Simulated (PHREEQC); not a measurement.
Make-up at 25 °C: 0.0032 mol/kgw H2SO4 and 0.0017 mol/kgw Al2(SO4)3. Closed to the air; pH follows from the charge balance.

Equilibrium calculation in PHREEQC: ion-association model, phreeqc.dat.

Task: The ionic strength comes out as 0.0161 mol/kgw. What activity coefficients do Al(SO4)2-, AlHSO4+2, H+, SO4-2, AlSO4+ get?

Result: Al(SO4)2- 0.88, AlHSO4+2 0.60, H+ 0.90, SO4-2 0.61, AlSO4+ 0.88.

This is a speciation only: nothing precipitates in the calculation.
